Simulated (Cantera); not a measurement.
Mixture: CH₄ : C₂H₆ : C₃H₈ : O₂ : N₂ = 1 : 0.15 : 0.73 : 12.9 : 75.9 (molar parts), equivalence ratio 0.48, at 0.987 atm, adiabatic and at constant pressure. Ignition delay is the time to a rise of 400 K.

Computed with Cantera and GRI-Mech 3.0 (53 species, 325 reactions). GRI-Mech 3.0 was tuned for natural gas; its chemistry of propane as a main component is partial and can be far from experiment.

Q: What does this change do: CH4 1 to 2.3 parts?

A: 
```json
[
 {"quantity": "delay at 1050 K", "before": "0.105 s", "after": "0.152 s"},
 {"quantity": "delay at 1125 K", "before": "23.4 ms", "after": "34.3 ms"},
 {"quantity": "delay at 1200 K", "before": "5.61 ms", "after": "8.24 ms"},
 {"quantity": "delay at 1275 K", "before": "1.58 ms", "after": "2.29 ms"},
 {"quantity": "delay at 1350 K", "before": "0.548 ms", "after": "0.761 ms"},
 {"quantity": "delay at 1425 K", "before": "0.243 ms", "after": "0.304 ms"},
 {"quantity": "delay at 1500 K", "before": "0.138 ms", "after": "0.144 ms"},
 {"quantity": "apparent activation energy between 1350 and 1500 K", "before": "150 kJ/mol", "after": "190 kJ/mol"}
]
```
